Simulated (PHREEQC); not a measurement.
Consider water at 20 °C with 0.0014 mol/kgw HF, 0.0017 mol/kgw NH4HF2 and 0.00022 mol/kgw H2SO4. Closed to the air; pH follows from the charge balance.

The numbers come from PHREEQC with the ion-association model, phreeqc.dat.

Precipitation was switched off in this run.

### Question
Estimate the pH, ionic strength.

### Answer
pH 3.05; ionic strength 0.00285 mol/kgw.

### Question
In which forms is F present?

### Answer
HF 53 %, F- 46 %, HF2- 0.9 % of the F.
